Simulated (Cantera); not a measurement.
An isothermal, constant-pressure homogeneous reactor starts with N2O = 1 (molar parts), at 1523 K and 10.00 Torr. Integrator tolerance rtol = 1e-08.

Model: GRI-Mech 3.0 (53 species, 325 reactions), integrated in Cantera. GRI-Mech 3.0 was tuned for natural gas; its chemistry of N2O as a main component is partial and can be far from experiment. Radical loss at walls, strong at low pressure, is not modelled. The temperature is held fixed by assumption; the heat of reaction is taken as removed at once.

Q: What does this change do: pressure from 10.00 Torr to 97.5 Torr?

A: 
```
quantity                                            before                                     after
----------------  ----------------------------------------  ----------------------------------------
x(N2O) at 10.0 s  0.000150 (gas-phase equilibrium 1.03e-8)   8.11e-6 (gas-phase equilibrium 3.21e-8)
x(NO2) at 10.0 s   9.81e-5 (gas-phase equilibrium 1.15e-6)  0.000320 (gas-phase equilibrium 3.59e-6)
x(O) at 10.0 s     2.67e-5 (gas-phase equilibrium 2.77e-5)   7.77e-6 (gas-phase equilibrium 8.88e-6)
x(O2) at 10.0 s        0.247 (gas-phase equilibrium 0.333)       0.252 (gas-phase equilibrium 0.333)
x(N2) at 10.0 s        0.581 (gas-phase equilibrium 0.666)       0.585 (gas-phase equilibrium 0.666)
x(NO) at 10.0 s      0.172 (gas-phase equilibrium 0.00159)     0.163 (gas-phase equilibrium 0.00159)
```

Q: What does this change do: pressure from 10.00 Torr to 1.00 bar?

A: 
| quantity | before | after |
|---|---|---|
| x(N2O) at 10.0 s | 0.000150 (gas-phase equilibrium 1.03e-8) | 6.23e-6 (gas-phase equilibrium 8.90e-8) |
| x(NO2) at 10.0 s | 9.81e-5 (gas-phase equilibrium 1.15e-6) | 0.000760 (gas-phase equilibrium 9.96e-6) |
| x(O) at 10.0 s | 2.67e-5 (gas-phase equilibrium 2.77e-5) | 2.86e-6 (gas-phase equilibrium 3.20e-6) |
| x(O2) at 10.0 s | 0.247 (gas-phase equilibrium 0.333) | 0.265 (gas-phase equilibrium 0.333) |
| x(N2) at 10.0 s | 0.581 (gas-phase equilibrium 0.666) | 0.599 (gas-phase equilibrium 0.666) |
| x(NO) at 10.0 s | 0.172 (gas-phase equilibrium 0.00159) | 0.136 (gas-phase equilibrium 0.00159) |

Q: What does this change do: temperature 1523 to 1275 K?

A: 
```tsv
quantity	before	after
x(N2O) at 10.0 s	0.000150 (gas-phase equilibrium 1.03e-8)	0.645 (gas-phase equilibrium 2.78e-9)
x(NO2) at 10.0 s	9.81e-5 (gas-phase equilibrium 1.15e-6)	5.75e-6 (gas-phase equilibrium 6.81e-7)
x(O) at 10.0 s	2.67e-5 (gas-phase equilibrium 2.77e-5)	5.46e-6 (gas-phase equilibrium 5.62e-7)
x(O2) at 10.0 s	0.247 (gas-phase equilibrium 0.333)	0.102 (gas-phase equilibrium 0.333)
x(N2) at 10.0 s	0.581 (gas-phase equilibrium 0.666)	0.221 (gas-phase equilibrium 0.666)
x(NO) at 10.0 s	0.172 (gas-phase equilibrium 0.00159)	0.0325 (gas-phase equilibrium 0.000391)
```
The mechanism lacks the step 2 NO + O2 → 2 NO2, which can matter for NO2 below about 1400 K.
